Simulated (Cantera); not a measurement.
## Hydrocarbon pyrolysis for carbon deposition

A perfectly stirred reactor is fed with CH4 : N2 = 1 : 16 (molar parts), at 0.0150 bar; it is held at 1875 K, and followed from long to short residence time.

Model: GRI-Mech 3.0 (53 species, 325 reactions), integrated in Cantera. GRI-Mech 3.0 stops at C3 and has no aromatics, soot or wall deposition, so with more carbon than oxygen in the feed, carbon stays in small species such as C2H2 where larger ones or solid carbon would form. Radical loss at walls, strong at low pressure, is not modelled.

```csv
τ (s),x CH4,x C2H6,x C2H,x H,x C2H2,x H2,x HCN
0.46,0.00823,6.62e-7,1.32e-6,0.000336,0.0234,0.0706,4.28e-5
0.16,0.0158,1.67e-6,9.34e-7,0.000242,0.0193,0.0593,1.33e-5
0.055,0.0280,3.33e-6,5.48e-7,0.000149,0.0127,0.0410,3.23e-6
0.019,0.0440,3.99e-6,1.87e-7,6.15e-5,0.00454,0.0177,4.00e-7
0.0065,0.0557,1.54e-6,1.88e-8,1.24e-5,0.000353,0.00270,1.16e-8
0.0023,0.0582,2.24e-7,7.45e-10,3.79e-6,8.26e-6,0.000348,3.70e-10
0.00078,0.0586,2.20e-8,7.12e-12,2.74e-6,1.17e-7,8.68e-5,2.09e-11
0.00027,0.0588,1.74e-9,<1e-12,2.49e-6,1.56e-9,2.74e-5,1.53e-12
```
x: mole fraction; the columns are a selection and need not sum to one.
